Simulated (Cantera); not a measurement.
SiH4 + N2O (silicon oxide and oxynitride deposition)

A closed system holds: 1 mol SiH4, 4.4 mol N2O, at 1075 °C and 1.33 mbar.

Equilibrium computed with Cantera from the NASA thermochemical tables; the gas is ideal and each condensed phase is pure. Candidate condensed phases: H2O, Si, SiO2, Si2N2O, Si3N4; 35 gas species. The tables hold silica as quartz up to 1696 K and as liquid above; real silica turns to tridymite and cristobalite and melts near 1996 K. Rates play no part.

The x(N2) comes out as 0.667, the x(H2O) comes out as 0.303 and the x(O2) is 0.0302. The x(NO) is 0.000187 and the x(OH) is 0.000101. The x(H2) is 9.45e-6, the x(O) is 1.95e-6 and the n(SiO2(β-quartz)) is 1.00 mol. The gas amount comes out as 6.600 mol and the log10 activity of Si(s) (absent) is -21.55.
